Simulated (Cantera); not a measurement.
Mixture: CH4 : O2 : N2 : H2O = 1 : 1.82 : 6.84 : 2.1 (molar parts), equivalence ratio 1.1, at 5.00 bar, adiabatic and at constant pressure. Ignition delay is the time to a rise of 400 K.

Model: GRI-Mech 3.0 (53 species, 325 reactions), integrated in Cantera.

Task: What does this change do: 0.049 parts C2H6 added?

Result: 
```json
[
 {"quantity": "delay at 1250 K", "before": "7.06 ms", "after": "2.42 ms"},
 {"quantity": "delay at 1400 K", "before": "1.43 ms", "after": "0.593 ms"},
 {"quantity": "delay at 1550 K", "before": "0.311 ms", "after": "0.146 ms"},
 {"quantity": "delay at 1700 K", "before": "76.3 µs", "after": "40.1 µs"},
 {"quantity": "delay at 1850 K", "before": "23.5 µs", "after": "13.9 µs"},
 {"quantity": "apparent activation energy between 1700 and 1850 K", "before": "210 kJ/mol", "after": "180 kJ/mol"}
]
```

Task: What does this change do: pressure from 5.00 bar to 1.00 bar?

Result: 
```csv
quantity,before,after
delay at 1250 K,7.06 ms,37.1 ms
delay at 1400 K,1.43 ms,5.75 ms
delay at 1550 K,0.311 ms,1.06 ms
delay at 1700 K,76.3 µs,0.260 ms
delay at 1850 K,23.5 µs,87.9 µs
apparent activation energy between 1700 and 1850 K,210 kJ/mol,190 kJ/mol
```

Task: What does this change do: constant volume in place of constant pressure?

Result: 
```json
[
 {"quantity": "delay at 1250 K", "before": "7.06 ms", "after": "6.70 ms"},
 {"quantity": "delay at 1400 K", "before": "1.43 ms", "after": "1.34 ms"},
 {"quantity": "delay at 1550 K", "before": "0.311 ms", "after": "0.289 ms"},
 {"quantity": "delay at 1700 K", "before": "76.3 µs", "after": "70.7 µs"},
 {"quantity": "delay at 1850 K", "before": "23.5 µs", "after": "21.7 µs"},
 {"quantity": "apparent activation energy between 1700 and 1850 K", "before": "210 kJ/mol", "after": "210 kJ/mol"}
]
```
